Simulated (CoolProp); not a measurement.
Vapour pressure (MPa) of tetrahydrofuran: the reference equation beside estimates from Tc = 540.2 K, pc = 5.304 MPa, ω = 0.234. Clausius-Clapeyron is anchored at 324.1 K with a constant enthalpy of vaporisation of 30.81 kJ/mol.

Values from CoolProp's reference Helmholtz-energy equation of state, Fiedler 2023.

```json
[
 {"T (K)": "292.1", "reference": "0.01648", "Lee-Kesler": "0.01558", "Clausius-Clapeyron": "0.01735", "van der Waals": "0.2459", "Redlich-Kwong": "0.03330", "Soave-Redlich-Kwong": "0.01587", "Peng-Robinson": "0.01665"},
 {"T (K)": "308.1", "reference": "0.03293", "Lee-Kesler": "0.03150", "Clausius-Clapeyron": "0.03354", "van der Waals": "0.3417", "Redlich-Kwong": "0.06248", "Soave-Redlich-Kwong": "0.03190", "Peng-Robinson": "0.03299"},
 {"T (K)": "324.1", "reference": "0.06073", "Lee-Kesler": "0.05879", "Clausius-Clapeyron": "0.06073", "van der Waals": "0.4606", "Redlich-Kwong": "0.1085", "Soave-Redlich-Kwong": "0.05925", "Peng-Robinson": "0.06054"},
 {"T (K)": "340.1", "reference": "0.1047", "Lee-Kesler": "0.1025", "Clausius-Clapeyron": "0.1040", "van der Waals": "0.6050", "Redlich-Kwong": "0.1769", "Soave-Redlich-Kwong": "0.1029", "Peng-Robinson": "0.1042"},
 {"T (K)": "356.2", "reference": "0.1712", "Lee-Kesler": "0.1692", "Clausius-Clapeyron": "0.1702", "van der Waals": "0.7783", "Redlich-Kwong": "0.2742", "Soave-Redlich-Kwong": "0.1694", "Peng-Robinson": "0.1702"},
 {"T (K)": "372.2", "reference": "0.2657", "Lee-Kesler": "0.2650", "Clausius-Clapeyron": "0.2662", "van der Waals": "0.9803", "Redlich-Kwong": "0.4052", "Soave-Redlich-Kwong": "0.2649", "Peng-Robinson": "0.2645"},
 {"T (K)": "388.2", "reference": "0.3960", "Lee-Kesler": "0.3976", "Clausius-Clapeyron": "0.4012", "van der Waals": "1.214", "Redlich-Kwong": "0.5766", "Soave-Redlich-Kwong": "0.3974", "Peng-Robinson": "0.3950"},
 {"T (K)": "404.2", "reference": "0.5697", "Lee-Kesler": "0.5749", "Clausius-Clapeyron": "0.5855", "van der Waals": "1.481", "Redlich-Kwong": "0.7945", "Soave-Redlich-Kwong": "0.5754", "Peng-Robinson": "0.5700"},
 {"T (K)": "420.2", "reference": "0.7953", "Lee-Kesler": "0.8055", "Clausius-Clapeyron": "0.8301", "van der Waals": "1.784", "Redlich-Kwong": "1.065", "Soave-Redlich-Kwong": "0.8078", "Peng-Robinson": "0.7985"},
 {"T (K)": "436.2", "reference": "1.082", "Lee-Kesler": "1.098", "Clausius-Clapeyron": "1.147", "van der Waals": "2.123", "Redlich-Kwong": "1.393", "Soave-Redlich-Kwong": "1.104", "Peng-Robinson": "1.090"}
]
```

Absolute difference from the reference over all 10 rows, mean and median: Lee-Kesler 2.1 and 1.4 %, Clausius-Clapeyron 2.3 and 1.6 %, van der Waals 467.7 and 311.8 %, Redlich-Kwong 60.0 and 56.3 %, Soave-Redlich-Kwong 1.7 and 1.6 %, Peng-Robinson 0.4 and 0.4 %.
